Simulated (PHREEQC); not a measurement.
## Copper plating or etch bath

Solution (26 °C): 1.8e-05 mol/kgw Cu(BF4)2, 0.00035 mol/kgw HCl and 3.8e-07 mol/kgw FeCl3. Closed to the air; pH follows from the charge balance.

Equilibrium calculation in PHREEQC: ion-association model, phreeqc.dat.

```yaml
pH: 3.40
ionic_strength: 0.000459 mol/kgw
specific_conductance: 176 µS/cm
total_alkalinity: -0.459 meq/kg
```

| species | molality | activity | log γ |
|---|---|---|---|
| H+ | 0.000405 | 0.000395 | -0.010 |
| Cl- | 0.000351 | 0.000343 | -0.011 |
| F- | 9.01e-5 | 8.79e-5 | -0.011 |
| HF | 5.31e-5 | 5.31e-5 | 0.000 |
| H3BO3 | 3.60e-5 | 3.60e-5 | 0.000 |
| Cu+2 | 1.80e-5 | 1.63e-5 | -0.042 |
| FeF2+ | 2.52e-7 | 2.46e-7 | -0.011 |
| FeF+2 | 7.64e-8 | 6.93e-8 | -0.042 |
| FeF3 | 3.43e-8 | 3.44e-8 | 0.000 |
| CuF+ | 2.70e-8 | 2.63e-8 | -0.011 |
| HF2- | 1.85e-8 | 1.81e-8 | -0.011 |
| CuCl+ | 1.62e-8 | 1.58e-8 | -0.011 |

No solid was allowed to form. Saturation is exceeded, for instance for Hematite (slow to form), Goethite (slow to form); the values hold only as long as no solid forms. Complexes and solids missing from the database can't appear. Real BF4- forms and hydrolyses slowly; the run takes it at equilibrium. Fluoro complexes past AlF4- and FeF3 are missing from the database.
